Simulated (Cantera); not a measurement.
A closed system holds: 1 mol SiCl₄, 0.79 mol Cl₂, 0.3 mol H₂, at 2.20 bar.

Cantera equilibrium calculation (NASA polynomials, part measured and part estimated; ideal gas, pure solids and liquids). Candidate condensed phases: Si; 19 gas species. The tables' values for SiCl₃ are old estimates; treat these amounts as uncertain. Rates play no part. All values below are at 1700 K.

Base state: SiCl₄ 0.464, HCl 0.279, Cl₂ 0.199, Cl 0.0578, SiCl₃ 0.000264 (mole fractions); condensed: gas only.

**Question.** What changes in the equilibrium state with this change: pressure from 2.20 bar to 6.50 bar?

**Answer.** 
```tsv
species	before	after
SiCl₄	0.464	0.470
HCl	0.279	0.282
Cl₂	0.199	0.213
Cl	0.0578	0.0348
SiCl₃	0.000264	0.000150
```

**Question.** What changes in the equilibrium state with this change: pressure from 2.20 bar to 8.90 bar?

**Answer.** 
```csv
species,before,after
SiCl₄,0.464,0.471
HCl,0.279,0.283
Cl₂,0.199,0.216
Cl,0.0578,0.0299
SiCl₃,0.000264,0.000128
```
